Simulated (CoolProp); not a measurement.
Methanol along the isotherm 466.2 K: fugacity coefficient from the reference equation and from simpler models built on Tc = 513.4 K, pc = 8.216 MPa, ω = 0.565; each cubic takes its own stable root.

Model: reference Helmholtz-energy equation of state, de Reuck 1993, in CoolProp.

```tsv
p (MPa)	phase	reference
0.342	gas	0.9800
0.685	gas	0.9597
1.03	gas	0.9388
1.37	gas	0.9177
1.71	gas	0.8961
2.05	gas	0.8740
2.4	gas	0.8505
2.74	gas	0.8270
3.08	gas	0.8027
3.42	gas	0.7776
3.77	liquid	0.7225
4.11	liquid	0.6660
```

**Question.** How far does each simpler model (van der Waals, Soave-Redlich-Kwong, Peng-Robinson) lie from the reference over these 12 states: mean and median of the absolute difference, and the worst?

**Answer.** 
- van der Waals: mean 6.3 %, median 4.3 %, worst +22.0 % at 466.2 K and 4.11 MPa
- Soave-Redlich-Kwong: mean 1.6 %, median 0.8 %, worst +5.2 % at 466.2 K and 4.11 MPa
- Peng-Robinson: mean 0.8 %, median 0.5 %, worst +2.6 % at 466.2 K and 4.11 MPa

At some of these states van der Waals gives the other phase, because its saturation line lies elsewhere.
